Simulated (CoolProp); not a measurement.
Ethanol along the isobar 43.4 bar: density (kg/m³) from the reference equation and from simpler models built on Tc = 514.7 K, pc = 62.68 bar, ω = 0.644; each cubic takes its own stable root.

Values from CoolProp's reference Helmholtz-energy equation of state, Schroeder 2014.

| T (K) | phase | reference |
|---|---|---|
| 206 | liquid | 866.5 |
| 236.1 | liquid | 840.6 |
| 266.1 | liquid | 815.6 |
| 296.2 | liquid | 790.5 |
| 326.2 | liquid | 764.9 |
| 356.3 | liquid | 737.1 |
| 386.4 | liquid | 705.6 |
| 416.4 | liquid | 667.8 |
| 446.5 | liquid | 619.9 |
| 476.5 | liquid | 555.7 |
| 506.6 | gas | 68.42 |
| 536.7 | gas | 56.22 |

Q: How far does each simpler model (Redlich-Kwong, Peng-Robinson) lie from the reference over these 12 states: mean and median of the absolute difference, and the worst?

A: 
- Redlich-Kwong: mean 20.0 %, median 21.0 %, worst -31.9 % at 476.5 K and 43.4 bar
- Peng-Robinson: mean 6.6 %, median 6.0 %, worst -13.2 % at 476.5 K and 43.4 bar
